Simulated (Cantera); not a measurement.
A Cantera script and what it prints.

```python
import numpy as np
import cantera as ct

gas_names = """
    AL ALCL ALCL2 ALCL3 ALO ALOCL ALO2 AL2 AL2CL6 AL2O AL2O2 CL CLO CL2 O O2 O3
""".split()
cond_names = """
    AL(cr) AL(L) ALCL3(s) ALCL3(L) AL2O3(a) AL2O3(L)
""".split()


# ... load() reads the species with a 1 bar reference pressure and builds the phases ...
atoms = {
    'Al2O3': {'AL': 2, 'O': 3},
    'Cl2': {'CL': 2},
}
top_T = {}  # K; cautious upper limits of use, not melting points


# ... equilibrate(T, P, feed) seeds the gas with the atoms and calls Mixture.equilibrate('TP', solver="vcs", rtol=1e-11, max_steps=5000) ...
results = []
feed = {'Al2O3': 1, 'Cl2': 14}  # mol
P = 4500  # Pa
for T in [848, 898, 948, 998, 1048, 1098, 1148, 1198, 1248, 1298, 1348, 1398, 1448]:
    mix = equilibrate(T, P, feed)
    results.append((T, P, feed, dict(zip(mix.species_names, mix.species_moles))))

top = {s: max(r[3][s] / sum(r[3][g] for g in gas_names) for r in results) for s in gas_names}
cols = sorted((s for s in top if top[s] > 0.0001), key=lambda s: -top[s])[:7]
seen = [c for c in cond_names if any(r[3].get(c, 0) > 1e-12 for r in results)]
print("log10 of partial pressures in bar; condensed amounts in mol")
print(f"{'T/K':>10s}" + "".join(f"{s[:9]:>10s}" for s in cols + seen))
for T, P, feed, n in results:
    ng = sum(n[g] for g in gas_names)
    print(f"{T:10.4g}" + "".join(f"{np.log10(max(n[s] / ng * P / 1e5, 1e-99)):10.3f}" for s in cols)
          + "".join(f"{n.get(c, 0):10.4g}" for c in seen))
```

It prints:

```
log10 of partial pressures in bar; condensed amounts in mol
       T/K       CL2        CL     ALCL3        O2  AL2O3(a)
       848    -1.347    -5.245    -6.819    -6.944         1
       898    -1.347    -4.821    -6.330    -6.455    0.9999
       948    -1.347    -4.440    -5.893    -6.018    0.9998
       998    -1.348    -4.097    -5.501    -5.626    0.9995
      1048    -1.348    -3.787    -5.147    -5.273    0.9989
      1098    -1.350    -3.505    -4.827    -4.953    0.9977
      1148    -1.353    -3.248    -4.536    -4.663    0.9954
      1198    -1.357    -3.013    -4.273    -4.399    0.9916
      1248    -1.364    -2.798    -4.033    -4.159    0.9853
      1298    -1.374    -2.601    -3.815    -3.942    0.9755
      1348    -1.389    -2.422    -3.619    -3.746    0.9609
      1398    -1.411    -2.258    -3.444    -3.571    0.9402
      1448    -1.440    -2.111    -3.289    -3.416    0.9122
```

Equilibrium computed with Cantera from the NASA thermochemical tables; the gas is ideal and each condensed phase is pure. Condensed phases not in the tables: AlOCl.
